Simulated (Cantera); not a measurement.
A closed system holds: 1 mol Ta, 3.6 mol N2O, equilibrated at 2075 K and 2.30 Pa.

Method: chemical equilibrium by Gibbs-energy minimisation in Cantera with the NASA 1993 tables (ideal gas, pure condensed phases). Candidate condensed phases: Ta, Ta2O5; 12 gas species. Kinetics and transport are ignored.

Base state: N2 0.828, O2 0.0888, O 0.0724, NO 0.00623, TaO2 0.00461 (mole fractions); condensed: Ta2O5(l).

Problem. What changes in the equilibrium state with this change: pressure from 2.30 Pa to 2.10 mbar?

Solution. 
```
species         before    after
-------------  -------  -------
N2               0.828    0.860
O2              0.0888    0.124
O               0.0724  0.00895
TaO2           0.00461  1.50e-5
NO             0.00623  0.00749
Ta2O5(l), mol    0.490    0.500
```

Problem. What changes in the equilibrium state with this change: temperature from 2075 K to 2423.15 K?

Solution. 
```csv
species,before,after
N2,0.828,0.586
O,0.0724,0.233
TaO2,0.00461,0.162
O2,0.0888,0.0130
TaO,7.67e-7,0.00188
N,4.86e-7,2.24e-5
NO,0.00623,0.00429
"Ta2O5(l), mol",0.490,0
```

Problem. What changes in the equilibrium state with this change: temperature from 2075 K to 1973 K?

Solution. 
```
species         before     after
-------------  -------  --------
N2               0.828     0.848
O2              0.0888     0.109
O               0.0724    0.0373
TaO2           0.00461  0.000441
NO             0.00623   0.00530
Ta2O5(l), mol    0.490         0
Ta2O5(s), mol        0     0.499
```
